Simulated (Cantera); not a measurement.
A Cantera script and what it prints.

```python
import numpy as np
import cantera as ct

gas_names = """
    B BH BH2 BH3 BN B2 H H2 N NH NH2 NH3 N2 N2H2 N2H4
""".split()
cond_names = """
    B(b) B(L) BN(s)
""".split()


# ... load() reads the species with a 1 bar reference pressure and builds the phases ...
atoms = {
    'borazine': {'B': 3, 'N': 3, 'H': 6},
    'H2': {'H': 2},
}
top_T = {'BN(s)': 3200}  # K; cautious upper limits of use, not melting points


# ... equilibrate(T, P, feed) seeds the gas with the atoms and calls Mixture.equilibrate('TP', solver="vcs", rtol=1e-11, max_steps=5000) ...
results = []
feed = {'borazine': 1, 'H2': 100}  # mol
T = 2023  # K
P = 1333.22  # Pa
mix = equilibrate(T, P, feed)
results.append((T, P, feed, dict(zip(mix.species_names, mix.species_moles))))
print(gas.report(threshold=0.0001))
for i in range(1, mix.n_phases):
    print(f"{mix.phase(i).name:16s} {mix.phase_moles(i):12.5e} mol")
```

Result:

```
       temperature   2023 K
          pressure   1333.2 Pa
           density   0.0001845 kg/m^3
  mean mol. weight   2.3277 kg/kmol
   phase of matter   gas

                          1 kg             1 kmol
                     ---------------   ---------------
          enthalpy        2.4567e+07        5.7186e+07  J
   internal energy        1.7341e+07        4.0365e+07  J
           entropy             97222        2.2631e+05  J/K
    Gibbs function       -1.7211e+08       -4.0063e+08  J
 heat capacity c_p             14644             34088  J/K
 heat capacity c_v             11072             25773  J/K

                      mass frac. Y      mole frac. X     chem. pot. / RT
                     ---------------   ---------------   ---------------
               BH2         0.0028528        0.00051774           -27.133
                 H         0.0070179          0.016206           -11.932
                H2           0.84084           0.97086           -23.864
                N2           0.14918          0.012395           -35.687
     [  +11 minor]         0.0001128        2.2519e-05

B(b)              2.55015e+00 mol
BN(s)             3.93044e-01 mol
```

Cantera equilibrium calculation (NASA polynomials, part measured and part estimated; ideal gas, pure solids and liquids). The feed counts by its element totals alone. Mutual solubility and eutectic melting of coexisting phases are not modelled. The tables' values for BH2 are old estimates; treat these amounts as uncertain.
